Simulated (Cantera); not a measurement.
Feed: 1 mol Al, 1.7 mol HCl, 20 mol H2, equilibrated at 925 K and 0.0975 Torr.

Equilibrium computed with Cantera from the NASA thermochemical tables; the gas is ideal and each condensed phase is pure. Candidate condensed phases: Al, AlCl3; 12 gas species. The tables' values for AlCl2 are old estimates; treat these amounts as uncertain. The numbers say what is thermodynamically allowed, not how fast it happens.

Base state: H2 0.954, AlCl 0.0292, AlCl3 0.0153, AlCl2 0.00127, HCl 8.12e-5 (mole fractions); condensed: gas only.

What changes in the equilibrium state with this change: temperature from 925 K to 725 K?


```csv
species,before,after
H2,0.954,0.973
AlCl3,0.0153,0.0260
AlCl,0.0292,0.00117
HCl,8.12e-5,1.15e-6
AlCl2,0.00127,8.88e-5
"Al(s), mol",0,0.416
```
